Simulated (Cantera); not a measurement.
Charge: 1 mol SiH2Cl2, 12 mol NH3, held at 0.0133 bar.

These are equilibrium values from Cantera (NASA tables, ideal gas, pure condensed phases), not measurements of a reactor. Candidate condensed phases: NH4Cl, Si, Si3N4; 28 gas species. The tables' values for SiCl, SiCl3 are old estimates; treat these amounts as uncertain. Gases not in the tables: Si2H6 and higher silanes. The numbers say what is thermodynamically allowed, not how fast it happens. All values below are at 1773 K.

Base state: H2 0.703, N2 0.230, HCl 0.0519, SiCl2 0.0123, H 0.00207, Si 0.000160, Cl 0.000117, SiCl 0.000116 (mole fractions); condensed: Si(l).

What changes in the equilibrium state with this change: NH3 from 12 to 1.4 mol?


```csv
species,before,after
H2,0.703,0.569
HCl,0.0519,0.151
N2,0.230,0.146
SiCl2,0.0123,0.129
SiCl4,3.45e-7,3.83e-5
SiCl3,5.00e-5,0.00171
"Si(l), mol",0.670,0.367
```
The tables' values for SiCl3, SiCl are old estimates; treat these amounts as uncertain.
